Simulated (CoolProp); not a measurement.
A closed Brayton cycle with carbon dioxide: compressor inlet 329.15 K and 8.6 MPa, high pressure 15.6 MPa, turbine inlet 860 K, compressor efficiency 0.89, turbine efficiency 0.93, recuperator effectiveness 0.9 (on enthalpy, no pinch check). Each further row changes one setting.

Computed with CoolProp (reference Helmholtz-energy equation of state, Span 1996).

```tsv
case	thermal efficiency (%)	net work (kJ/kg)	compressor to turbine work	compressor exit (K)	turbine exit (K)
as stated	31.4	59.4	0.32	378.2	783.6
turbine inlet 810 K	30.3	53.9	0.34	378.2	736.5
compressor inlet 339.15 K	31.1	55.9	0.36	391.3	783.6
high pressure 13.3 MPa	28.0	44.9	0.30	364.9	803.7
recuperator effectiveness 0.5	15.7	59.4	0.32	378.2	783.6
```
